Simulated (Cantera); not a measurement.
Mixture: 7.48 % CH4, 17.2 % O2, 67.1 % N2, 8.23 % H2O, equivalence ratio 0.87, at 9.87 atm, adiabatic and at constant volume. Ignition delay is the time to a rise of 400 K.

Model: GRI-Mech 3.0 (53 species, 325 reactions), integrated in Cantera.

Question: Predict: delay at 1125 K; delay at 1200 K; delay at 1275 K; delay at 1350 K; delay at 1425 K; delay at 1500 K; delay at 1575 K; apparent activation energy between 1425 and 1575 K.

Answer: 
```json
{
  "delay at 1125 K": "11.8 ms",
  "delay at 1200 K": "4.54 ms",
  "delay at 1275 K": "1.92 ms",
  "delay at 1350 K": "0.865 ms",
  "delay at 1425 K": "0.407 ms",
  "delay at 1500 K": "0.198 ms",
  "delay at 1575 K": "99.3 µs",
  "apparent activation energy between 1425 and 1575 K": "180 kJ/mol"
}
```
